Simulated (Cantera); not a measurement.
N2O furnace oxynitridation

An isothermal, constant-pressure homogeneous reactor starts with 5.56 % N₂O, 94.4 % N₂, at 1048 K and 760 Torr.

Model: GRI-Mech 3.0 (53 species, 325 reactions), integrated in Cantera. GRI-Mech 3.0 was tuned for natural gas; its chemistry of N2O as a main component is partial and can be far from experiment. The mechanism lacks 2 NO + O2 → 2 NO2 and HONO, so NO2 and the effect of NO are under-described below about 1400 K.

```tsv
t (s)	x N₂O	x NO₂	x O₂	x NO	x O	x N₂
8.00e-6	0.0556	<1e-12	9.47e-11	1.05e-11	4.65e-9	0.944
4.11e-5	0.0556	<1e-12	2.36e-9	2.61e-10	2.19e-8	0.944
0.000211	0.0556	<1e-12	4.75e-8	5.25e-9	7.54e-8	0.944
0.00109	0.0556	2.21e-12	5.05e-7	5.59e-8	1.11e-7	0.944
0.00558	0.0555	7.92e-11	3.03e-6	3.36e-7	1.12e-7	0.944
0.0287	0.0555	2.12e-9	1.60e-5	1.77e-6	1.12e-7	0.944
0.147	0.0554	4.56e-8	8.26e-5	9.10e-6	1.12e-7	0.945
0.757	0.0546	5.50e-7	0.000421	4.59e-5	1.10e-7	0.945
3.89	0.0511	3.28e-6	0.00206	0.000221	1.04e-7	0.947
20.0	0.0371	1.32e-5	0.00855	0.000859	8.09e-8	0.954
```
x: mole fraction; the columns are a selection and need not sum to one.

Equilibrium at this temperature and pressure: N₂O 1.82e-9, NO₂ 2.92e-7, O₂ 0.0270, NO 2.07e-5, O 1.04e-10, N₂ 0.973 (gas phase only).
